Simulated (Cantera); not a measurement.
Input (Python, Cantera):

```python
import numpy as np
import cantera as ct

gas = ct.Solution("gri30.yaml")


def delay(T, t_max=10):
    gas.TPX = T, 790000, {'CH3OH': 1, 'O2': 1.36, 'N2': 8.05}
    reactor = ct.IdealGasConstPressureReactor(gas, clone=False)
    net = ct.ReactorNet([reactor])
    net.rtol, net.atol = 1e-8, 1e-16
    while net.time < t_max:
        t_old, T_old = net.time, reactor.T
        net.step()
        if reactor.T > T + 400:  # ignition: a rise of 400 K
            return t_old + (T + 400 - T_old) / (reactor.T - T_old) * (net.time - t_old)
    return np.nan


taus = []
for T in [1025, 1100, 1175, 1250, 1325, 1400, 1475, 1550, 1625, 1700]:
    taus.append(delay(T))
    print(f"T0 = {T:6g} K   tau = {taus[-1]:.4e} s")
```

Result:

```
T0 =   1025 K   tau = 6.1368e-02 s
T0 =   1100 K   tau = 1.2128e-02 s
T0 =   1175 K   tau = 2.9627e-03 s
T0 =   1250 K   tau = 8.6871e-04 s
T0 =   1325 K   tau = 2.9935e-04 s
T0 =   1400 K   tau = 1.1925e-04 s
T0 =   1475 K   tau = 5.4033e-05 s
T0 =   1550 K   tau = 2.7333e-05 s
T0 =   1625 K   tau = 1.5123e-05 s
T0 =   1700 K   tau = 8.9871e-06 s
```

Computed with Cantera and GRI-Mech 3.0 (53 species, 325 reactions). GRI-Mech 3.0 was tuned for natural gas; its chemistry of methanol as a main component is partial and can be far from experiment.
